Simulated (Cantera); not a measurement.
A closed system holds: 1 mol Cr, 14 mol H2O, 2.4 mol N2, held at 10.0 mbar.

Cantera equilibrium calculation (NASA polynomials, part measured and part estimated; ideal gas, pure solids and liquids). Candidate condensed phases: Cr, CrN, Cr2N, Cr2O3, H2O; 29 gas species. Rates play no part.

Task: Which condensed phases are stable at each of these points (T (°C)): 525, 725, 925, 1125, 1325, 1525, 1725, 1925, 2125, 2325, 2525?

Result: 
| T (°C) | condensed phases | Cr condensed (%) |
|---|---|---|
| 525 | Cr2O3(s) | 100.0 |
| 725 | Cr2O3(s) | 100.0 |
| 925 | Cr2O3(s) | 100.0 |
| 1125 | Cr2O3(s) | 100.0 |
| 1325 | Cr2O3(s) | 100.0 |
| 1525 | Cr2O3(s) | 100.0 |
| 1725 | Cr2O3(s) | 99.7 |
| 1925 | Cr2O3(s) | 92.0 |
| 2125 | gas only | 0.0 |
| 2325 | gas only | 0.0 |
| 2525 | gas only | 0.0 |

From 525 °C to 1925 °C the condensed part is Cr2O3(s). From 2125 °C to 2525 °C nothing is condensed.
